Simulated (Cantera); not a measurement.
A Cantera script and what it prints.

```python
import numpy as np
import cantera as ct

gas_names = """
    H HO2 H2 H2O H2O2 Nb NbO NbO2 O OH O2 O3
""".split()
cond_names = """
    H2O(s) H2O(L) Nb(cr) Nb(L) NbO(s) NbO(L) NbO2(I) NbO2(II) NbO2(III) NbO2(L) Nb2O5(s) Nb2O5(L)
""".split()


# ... load() reads the species with a 1 bar reference pressure and builds the phases ...
atoms = {
    'Nb': {'Nb': 1},
    'H2O': {'H': 2, 'O': 1},
    'H2': {'H': 2},
}
top_T = {}  # K; cautious upper limits of use, not melting points


# ... equilibrate(T, P, feed) seeds the gas with the atoms and calls Mixture.equilibrate('TP', solver="vcs", rtol=1e-11, max_steps=5000) ...
results = []
feed = {'Nb': 1, 'H2O': 0.11, 'H2': 470}  # mol
P = 1.9  # Pa
for T in [1598, 1698, 1798, 1898, 1998, 2098, 2198, 2298, 2398]:
    mix = equilibrate(T, P, feed)
    results.append((T, P, feed, dict(zip(mix.species_names, mix.species_moles))))

top = {s: max(r[3][s] / sum(r[3][g] for g in gas_names) for r in results) for s in gas_names}
cols = sorted((s for s in top if top[s] > 1e-05), key=lambda s: -top[s])[:7]
seen = [c for c in cond_names if any(r[3].get(c, 0) > 1e-12 for r in results)]
print("log10 of partial pressures in bar; condensed amounts in mol")
print(f"{'T/K':>10s}" + "".join(f"{s[:9]:>10s}" for s in cols + seen))
for T, P, feed, n in results:
    ng = sum(n[g] for g in gas_names)
    print(f"{T:10.4g}" + "".join(f"{np.log10(max(n[s] / ng * P / 1e5, 1e-99)):10.3f}" for s in cols)
          + "".join(f"{n.get(c, 0):10.4g}" for c in seen))
```

Output:

```
log10 of partial pressures in bar; condensed amounts in mol
       T/K        H2         H        Nb       H2O       NbO      NbO2    Nb(cr)    NbO(s)
      1598    -4.727    -6.637   -16.050    -8.598   -10.713   -10.284    0.9542   0.04402
      1698    -4.736    -6.208   -14.642    -8.463    -9.728    -9.436    0.9861         0
      1798    -4.756    -5.832   -13.392    -8.630    -9.129    -9.232    0.9658         0
      1898    -4.799    -5.507   -12.275    -8.931    -8.722    -9.306    0.9355         0
      1998    -4.880    -5.235   -11.271    -9.414    -8.527    -9.713    0.9074         0
      2098    -5.022    -5.023   -10.363   -10.069    -8.502   -10.381    0.8933         0
      2198    -5.244    -4.876    -9.540   -10.823    -8.546   -11.120    0.8804         0
      2298    -5.546    -4.792    -8.788   -11.618    -8.595   -11.813    0.8205         0
      2398    -5.898    -4.751    -8.101   -12.407    -8.627   -12.419    0.5225         0
```

Cantera equilibrium calculation (NASA polynomials, part measured and part estimated; ideal gas, pure solids and liquids). Mutual solubility and eutectic melting of coexisting phases are not modelled. NbO: taken at fixed stoichiometry. Condensed phases not in the tables: N, O or C dissolved in the metal.
